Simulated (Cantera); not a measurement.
Feed: 1 mol CaO, 2.2 mol O2, 2.2 mol H2O, at 425 °C and 1 atm.

Cantera equilibrium calculation (NASA polynomials, part measured and part estimated; ideal gas, pure solids and liquids). Candidate condensed phases: Ca, CaO, Ca(OH)2, H2O; 14 gas species. Equilibrium is a limit: real reactors are often held back by kinetics, nucleation or transport.

Base state: O2 0.647, H2O 0.353 (mole fractions); condensed: Ca(OH)2(s).

Problem. What changes in the equilibrium state with this change: CaO replaced by MgCO3?

Solution. 
```json
[
 {"species": "O2", "before": "0.647", "after": "0.407"},
 {"species": "H2O", "before": "0.353", "after": "0.407"},
 {"species": "CO2", "before": "0", "after": "0.185"},
 {"species": "Ca(OH)2(s), mol", "before": "1.00", "after": "0"},
 {"species": "MgO(s), mol", "before": "0", "after": "1.00"}
]
```
Further candidate phases: C, C6H6, C7H8, C8H18, Mg, MgCO3, MgO, Mg(OH)2.
